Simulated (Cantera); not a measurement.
# Premixed flame

A freely propagating, adiabatic, planar premixed flame of 12.0 % CH4, 18.5 % O2, 69.5 % N2, equivalence ratio 1.3, unburnt at 600 K and 1.09 atm; mixture-averaged transport, grid criteria slope 0.08 and curve 0.16, no radiation.

Computed with Cantera and GRI-Mech 3.0 (53 species, 325 reactions). Burning velocities carry a grid error of a few per cent, more on coarse grids.

| z (mm) | T (K) | u (m/s) | x CH4 | x O2 | x H2O | x NO | x HCN | x CO |
|---|---|---|---|---|---|---|---|---|
| -1.06 | 600 | 0.979 | 0.120 | 0.185 | 7.94e-5 | <1e-8 | <1e-8 | 7.32e-6 |
| -0.705 | 604 | 0.989 | 0.119 | 0.184 | 0.000658 | 1.69e-8 | <1e-8 | 7.95e-5 |
| -0.529 | 617 | 1.02 | 0.117 | 0.182 | 0.00265 | 8.95e-8 | 4.46e-8 | 0.000405 |
| -0.353 | 710 | 1.18 | 0.109 | 0.174 | 0.0144 | 8.18e-7 | 5.16e-7 | 0.00320 |
| -0.176 | 1154 | 1.96 | 0.0742 | 0.134 | 0.0645 | 6.87e-6 | 5.02e-6 | 0.0220 |
| -0.0882 | 1553 | 2.68 | 0.0402 | 0.0897 | 0.109 | 1.49e-5 | 1.20e-5 | 0.0443 |
| 0 | 1907 | 3.33 | 0.0109 | 0.0426 | 0.151 | 2.88e-5 | 2.42e-5 | 0.0674 |
| 0.0882 | 2075 | 3.63 | 0.00134 | 0.0155 | 0.171 | 4.99e-5 | 3.14e-5 | 0.0746 |
| 0.176 | 2122 | 3.70 | 0.000111 | 0.00577 | 0.177 | 7.00e-5 | 2.38e-5 | 0.0712 |
| 0.353 | 2146 | 3.73 | 9.24e-7 | 0.00191 | 0.178 | 9.01e-5 | 9.08e-6 | 0.0651 |
| 0.705 | 2170 | 3.76 | <1e-8 | 0.00119 | 0.178 | 0.000101 | 1.58e-6 | 0.0627 |
| 1.41 | 2198 | 3.80 | <1e-8 | 0.000777 | 0.180 | 0.000106 | 1.02e-7 | 0.0626 |
| 2.82 | 2226 | 3.84 | <1e-8 | 0.000420 | 0.182 | 0.000111 | <1e-8 | 0.0628 |
x: mole fraction of selected species; z is measured from the peak of heat release.

```
Quantity                      Value
------------------------  ---------
laminar burning velocity  97.6 cm/s
thermal thickness          0.353 mm
peak x(HCN)                 3.14e-5
peak x(CO)                   0.0746
grid points                     152
```
